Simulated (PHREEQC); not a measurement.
Make-up at 40 °C: 5.7 mmol/kgw HF, 51 mmol/kgw KF and 0.52 mmol/kgw HCl. Closed to the air; pH follows from the charge balance.

Model: ion-association model, wateq4f.dat, run in PHREEQC.

```json
[
 {"quantity": "pH", "before": "4.19", "after": "4.44"},
 {"quantity": "ionic strength (mol/kgw)", "before": "0.0511", "after": "0.0510"},
 {"quantity": "HF (mol/kgw)", "before": "0.00501", "after": "0.00505"},
 {"quantity": "HF2- (mol/kgw)", "before": "0.00105", "after": "0.00111"},
 {"quantity": "H2F2 (mol/kgw)", "before": "3.80e-5", "after": "1.17e-5"}
]
```

### Question
What was changed between the two runs?
A) HCl from 0.00052 to 5.2e-05 mol/kgw
B) temperature from 40 to 25 °C
C) HF from 0.0057 to 0.0285 mol/kgw
D) temperature from 40 to 70 °C

### Answer
D, temperature from 40 to 70 °C

No solid was allowed to form. At this temperature some constants are extrapolated from 25 °C, and those without enthalpy data are left unchanged.
